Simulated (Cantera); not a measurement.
Charge: 1 mol CF4, 0.017 mol F2, 1.1 mol H2, at 1873 K and 64.0 Pa.

Cantera equilibrium calculation (NASA polynomials, part measured and part estimated; ideal gas, pure solids and liquids). Candidate condensed phases: C, C6H6, C7H8, C8H18; 95 gas species. Gases not in the tables: C2F6 and larger saturated fluorocarbons. Rates play no part.

Base state: HF 0.778, CF4 0.124, CF2 0.0504, F 0.0458, CF3 0.00153, CF 0.000108 (mole fractions); condensed: C(graphite).

Problem. What changes in the equilibrium state with this change: temperature from 1873 K to 3200 K?

Solution. 
| species | before | after |
|---|---|---|
| F | 0.0458 | 0.524 |
| H | 2.62e-6 | 0.239 |
| HF | 0.778 | 0.117 |
| CF4 | 0.124 | <1e-9 |
| C | 2.56e-9 | 0.0779 |
| C3 | 1.53e-9 | 0.0162 |
| C2 | <1e-9 | 0.0103 |
| CF2 | 0.0504 | 6.96e-5 |
| CF | 0.000108 | 0.0148 |
| CF3 | 0.00153 | 1.40e-9 |
| C2H | <1e-9 | 0.000158 |
| C(graphite), mol | 0.501 | 0 |

Problem. What changes in the equilibrium state with this change: temperature from 1873 K to 898.15 K?

Solution. 
```tsv
species	before	after
HF	0.778	0.828
CF4	0.124	0.172
CF2	0.0504	<1e-9
F	0.0458	<1e-9
CF3	0.00153	<1e-9
CF	0.000108	<1e-9
C(graphite), mol	0.501	0.541
```
Condensed phases not in the tables: fluorocarbon polymer.
